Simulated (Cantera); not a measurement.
**Ammonia decomposition in nitride growth gas**

An isothermal, constant-pressure homogeneous reactor starts with 76.3 % NH₃, 23.7 % N₂, at 2000 K and 1.58 atm.

Detailed kinetics in Cantera: the gas-phase N/H chemistry of the illustrative SiF4/NH3 mechanism in the Surface Chemkin manual (1991). Walls and surfaces, which speed up NH3 decomposition in real reactors, are not modelled.

| t (s) | x NH₃ | x H₂ | x N₂ | x N | x H |
|---|---|---|---|---|---|
| 8.00e-5 | 0.760 | 0.00193 | 0.237 | 1.64e-8 | 2.06e-6 |
| 0.000411 | 0.745 | 0.0146 | 0.239 | 8.06e-8 | 9.20e-6 |
| 0.00211 | 0.675 | 0.0743 | 0.249 | 3.11e-7 | 4.01e-5 |
| 0.0109 | 0.433 | 0.280 | 0.286 | 5.90e-7 | 0.000160 |
| 0.0558 | 0.0910 | 0.571 | 0.337 | 6.10e-7 | 0.000506 |
| 0.287 | 0.00416 | 0.645 | 0.350 | 1.54e-7 | 0.000992 |
| 1.47 | 0.000465 | 0.648 | 0.350 | 1.97e-8 | 0.00104 |
| 7.57 | 8.26e-5 | 0.648 | 0.350 | 3.51e-9 | 0.00104 |
| 38.9 | 1.77e-5 | 0.648 | 0.350 | 7.53e-10 | 0.00104 |
| 200 | 9.93e-6 | 0.648 | 0.350 | 4.22e-10 | 0.00104 |
x: mole fraction; the columns are a selection and need not sum to one.

Equilibrium at this temperature and pressure: NH₃ 9.90e-6, H₂ 0.648, N₂ 0.350, N 4.20e-10, H 0.00104 (gas phase only).
